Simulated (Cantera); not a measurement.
CHF₃ + HCl + H₂ (fluorocarbon and chlorocarbon gases)

A closed system holds: 1 mol CHF₃, 0.017 mol HCl, 0.57 mol H₂, held at 630 Pa.

Equilibrium computed with Cantera from the NASA thermochemical tables; the gas is ideal and each condensed phase is pure. Candidate condensed phases: C, C₆H₆, C₇H₈, C₈H₁₈; 118 gas species. The numbers say what is thermodynamically allowed, not how fast it happens.

```csv
T (°C),x HF,x F,x H,x C₃,x C,x CF₂,x CF,x C₂,n C(graphite)
2227,0.738,0.215,0.000718,7.89e-5,2.64e-5,0.0332,0.00703,7.27e-6,0.881
2327,0.726,0.235,0.00193,0.000352,9.90e-5,0.0202,0.0103,3.30e-5,0.906
2427,0.713,0.248,0.00500,0.00140,0.000336,0.0120,0.0143,0.000134,0.906
2527,0.694,0.256,0.0121,0.00501,0.00105,0.00712,0.0189,0.000489,0.867
2627,0.655,0.262,0.0269,0.0164,0.00301,0.00434,0.0244,0.00163,0.729
2727,0.577,0.266,0.0531,0.0495,0.00804,0.00270,0.0308,0.00503,0.295
2827,0.491,0.288,0.0903,0.0656,0.0157,0.00152,0.0317,0.00873,0
2927,0.407,0.324,0.137,0.0567,0.0258,0.000853,0.0297,0.0111,0
3027,0.316,0.362,0.188,0.0459,0.0399,0.000482,0.0273,0.0133,0
3127,0.229,0.398,0.235,0.0341,0.0584,0.000266,0.0241,0.0148,0
```
x: gas mole fraction; n: condensed amount in mol.

From 2227 °C to 2727 °C the condensed part is C(graphite). From 2827 °C to 3127 °C nothing is condensed. The main C-bearing gas is CF₂ at 2227 °C and C₃ at 3127 °C.
